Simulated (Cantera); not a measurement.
Input: 1 mol PbO, 17 mol H₂, at 1000 K and 13.3 mbar.

Cantera equilibrium calculation (NASA polynomials, part measured and part estimated; ideal gas, pure solids and liquids). Candidate condensed phases: H₂O, Pb, PbO, PbO₂, Pb₃O₄; 12 gas species. Equilibrium is a limit: real reactors are often held back by kinetics, nucleation or transport.

Base state: H₂ 0.940, H₂O 0.0588, Pb 0.00121 (mole fractions); condensed: Pb(l).

### Question
What changes in the equilibrium state with this change: PbO replaced by Hg?

### Answer
```
species      before   after
----------  -------  ------
H₂            0.940   0.944
Hg                0  0.0556
H₂O          0.0588       0
Pb          0.00121       0
Pb(l), mol    0.979       0
```
Further candidate phases: Hg.

### Question
What changes in the equilibrium state with this change: temperature from 1000 K to 1373 K?

### Answer
```csv
species,before,after
H₂,0.940,0.889
H₂O,0.0588,0.0556
Pb,0.00121,0.0556
H,1.91e-8,2.72e-5
"Pb(l), mol",0.979,0
```

### Question
What changes in the equilibrium state with this change: temperature from 1000 K to 1373.15 K?

### Answer
```json
[
 {"species": "H₂", "before": "0.940", "after": "0.889"},
 {"species": "H₂O", "before": "0.0588", "after": "0.0556"},
 {"species": "Pb", "before": "0.00121", "after": "0.0556"},
 {"species": "H", "before": "1.91e-8", "after": "2.72e-5"},
 {"species": "Pb(l), mol", "before": "0.979", "after": "0"}
]
```
